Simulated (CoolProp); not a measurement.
Properties of R227EA at several states.

The numbers come from the reference Helmholtz-energy equation of state, Lemmon 2016 in CoolProp.

| T (°C) | p (MPa) | phase | cv (kJ/(kg K)) | Joule-Thomson coefficient (K/MPa) |
|---|---|---|---|---|
| 8.55 | 8.62 | liquid | 0.7992 | -0.2337 |
| -7.15 | 6.79 | liquid | 0.7763 | -0.2670 |
| 85.95 | 10.8 | liquid | 0.9119 | 0.1275 |
